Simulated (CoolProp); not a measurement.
Vapour-liquid equilibrium of ethane (1) + hydrogen sulfide (2) at 225.2 K; x and y are mole fractions of (1).

The numbers come from the multi-fluid Helmholtz-energy mixture model, Bücker 2006 and Lemmon 2006; pair parameters Kunz 2012 in CoolProp.

**Question.** Give the bubble pressure and the first vapour's composition at x = 0.05, 0.25, 0.45. Is there an azeotrope?

**Answer.** x = 0.05: 3.029 bar, y = 0.412; x = 0.25: 4.987 bar, y = 0.673; x = 0.45: 5.468 bar, y = 0.722. y crosses x between x = 0.85 and 0.95: the model has an azeotrope there.

Pair parameters are fitted to limited data, so mixtures are less certain than the pure fluids. With so large a gap from Raoult's law the liquid may split in two, which this calculation doesn't test in full.
